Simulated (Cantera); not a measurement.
A Cantera script and its output.

```python
import numpy as np
import cantera as ct

gas = ct.Solution("h2o2.yaml")
gas.TPX = 1050, 280, {'H2': 0.1, 'O2': 1}
reactor = ct.IdealGasConstPressureReactor(gas, energy="off", clone=False)
net = ct.ReactorNet([reactor])
net.rtol, net.atol = 1e-08, 1e-18
show = ['H2', 'O2', 'H2O2', 'HO2', 'O', 'H', 'H2O']
times = np.geomspace(8e-05, 100, 14)

steps = ct.SolutionArray(gas, extra=["t"])
rows = []
print(f"{'t/s':>10s}{'T/K':>9s}{'P/Pa':>11s}" + "".join(f"{s:>11s}" for s in show))
for t in times:
    while net.time < t:
        t_next = net.step()
        steps.append(gas.state, t=t_next)
    rows.append([np.interp(t, steps.t, y) for y in (steps.T, steps.P, *steps(*show).X.T)])
    print(f"{t:10.3e}{rows[-1][0]:9.1f}{rows[-1][1]:11.4g}" + "".join(f"{x:11.3e}" for x in rows[-1][2:]))
rate = np.gradient(steps.T, steps.t)
print("integrator steps:", len(steps.t))
if steps.T.max() > steps.T[0] + 200:
    print(f"time of steepest temperature rise: {steps.t[rate.argmax()]:.4e} s")
gas.TPX = 1050, 280, {'H2': 0.1, 'O2': 1}
gas.equilibrate("TP")
print(f"equilibrium (TP): T = {gas.T:.1f} K  " + "  ".join(f"{s} {gas[s].X[0]:.3e}" for s in show))
```

Result:

```
       t/s      T/K       P/Pa         H2         O2       H2O2        HO2          O          H        H2O
 8.000e-05   1050.0        280  9.091e-02  9.091e-01  6.962e-16  4.954e-11  3.815e-12  4.615e-11  4.355e-13
 2.355e-04   1050.0        280  9.091e-02  9.091e-01  6.031e-15  1.459e-10  2.969e-11  1.254e-10  9.250e-12
 6.935e-04   1050.0        280  9.091e-02  9.091e-01  5.231e-14  4.299e-10  2.195e-10  3.747e-10  1.652e-10
 2.042e-03   1050.0        280  9.091e-02  9.091e-01  4.540e-13  1.270e-09  2.257e-09  2.321e-09  3.319e-09
 6.013e-03   1050.0        280  9.091e-02  9.091e-01  4.137e-12  4.437e-09  2.310e-07  2.166e-07  4.446e-07
 1.770e-02   1050.0        280  3.935e-02  8.790e-01  8.803e-08  1.516e-06  1.695e-02  2.111e-02  3.843e-02
 5.213e-02   1050.0        280  2.091e-03  8.557e-01  2.498e-08  1.719e-06  3.957e-02  2.345e-02  7.619e-02
 1.535e-01   1050.0        280  1.554e-03  8.711e-01  2.901e-08  1.718e-06  2.784e-02  1.405e-02  8.289e-02
 4.519e-01   1050.0        280  6.502e-04  8.920e-01  3.577e-08  1.511e-06  1.099e-02  3.516e-03  9.114e-02
 1.331e+00   1050.0        280  1.105e-04  9.026e-01  3.516e-08  8.412e-07  1.838e-03  2.389e-04  9.453e-02
 3.918e+00   1050.0        280  1.249e-05  9.044e-01  2.085e-08  2.451e-07  2.095e-04  9.183e-06  9.509e-02
 1.153e+01   1050.0        280  1.690e-06  9.047e-01  8.867e-09  5.237e-08  2.874e-05  4.671e-07  9.519e-02
 3.396e+01   1050.0        280  3.105e-07  9.047e-01  3.405e-09  1.181e-08  5.347e-06  3.750e-08  9.522e-02
 1.000e+02   1050.0        280  7.236e-08  9.048e-01  1.266e-09  3.152e-09  1.258e-06  4.278e-09  9.523e-02
integrator steps: 2109
equilibrium (TP): T = 1050.0 K  H2 6.889e-10  O2 9.048e-01  H2O2 2.485e-11  HO2 1.339e-09  O 1.210e-08  H 4.050e-12  H2O 9.524e-02
```

Model: the H2/O2 subset of GRI-Mech 3.0, which has no nitrogen chemistry, integrated in Cantera. Radical loss at walls, strong at low pressure, is not modelled. The temperature is held fixed by assumption; the heat of reaction is taken as removed at once.
